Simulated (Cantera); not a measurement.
A perfectly stirred reactor is fed with CH4 : O2 : N2 = 1 : 1.25 : 7.25 (molar parts), equivalence ratio 1.6, at 9.87 atm; it is adiabatic with a 700 K inlet, and is followed from long to short residence time, starting on the burning branch (τ in s: 0.022, 0.011, 0.0059, 0.0031, 0.0016, 0.00084, 0.00044, 0.00023, 0.00012, 6.1e-05, 3.2e-05).

Cantera simulation using GRI-Mech 3.0 (53 species, 325 reactions); the numbers are that mechanism's predictions, not measurements.

Q: Predict: blow-out, bracketed by the residence times tried; x(CH4) at τ = 22.0 ms; x(O2) at τ = 22.0 ms; x(NO) at τ = 22.0 ms; x(H2) at τ = 22.0 ms; x(CO2) at τ = 22.0 ms; x(CH4) at τ = 0.840 ms; x(O2) at τ = 0.840 ms; x(NO) at τ = 0.840 ms; x(H2) at τ = 0.840 ms; x(CO2) at τ = 0.840 ms.

A: 
```json
{
 "blow_out_bracketed_by_the_residence_times_tried": "burning at 0.840 ms, out at 0.440 ms",
 "x(CH4) at τ = 22.0 ms": "0.00726",
 "x(O2) at τ = 22.0 ms": "0.000770",
 "x(NO) at τ = 22.0 ms": "8.05e-7",
 "x(H2) at τ = 22.0 ms": "0.0491",
 "x(CO2) at τ = 22.0 ms": "0.0323",
 "x(CH4) at τ = 0.840 ms": "0.0169",
 "x(O2) at τ = 0.840 ms": "0.0139",
 "x(NO) at τ = 0.840 ms": "1.50e-7",
 "x(H2) at τ = 0.840 ms": "0.0335",
 "x(CO2) at τ = 0.840 ms": "0.0235"
}
```
